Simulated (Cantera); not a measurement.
Feed: 1 mol Si, 1.8 mol SF₆, 5.5 mol N₂, held at 1.00 bar.

These are equilibrium values from Cantera (NASA tables, ideal gas, pure condensed phases), not measurements of a reactor. Candidate condensed phases: S, Si, Si₃N₄; 29 gas species. The tables' values for SF₃, S₂F₂ (SSF₂), SF₅ are old estimates; treat these amounts as uncertain. Equilibrium is a limit: real reactors are often held back by kinetics, nucleation or transport. All values below are at 1250 °C.

Base state: N₂ 0.662, SF₄ 0.181, SiF₄ 0.120, SF₃ 0.0181, SF₂ 0.0165, SF₆ 0.00116, F 0.00110, S₂F₂ (SSF₂) 8.33e-5 (mole fractions); condensed: gas only.

Question: What changes in the equilibrium state with this change: pressure from 1.00 bar to 1.40 Pa?

Answer: 
```csv
species,before,after
N₂,0.662,0.457
F,0.00110,0.324
SF₂,0.0165,0.112
SF₄,0.181,2.10e-5
S₂,4.70e-9,0.0102
SF₃,0.0181,0.000507
SiF₄,0.120,0.0830
SF₆,0.00116,<1e-9
S,3.63e-9,0.00143
SF₅,7.24e-5,<1e-9
```
The tables' values for S₂F₂ (SSF₂), SF₃, FS₂F (FSSF) are old estimates; treat these amounts as uncertain.
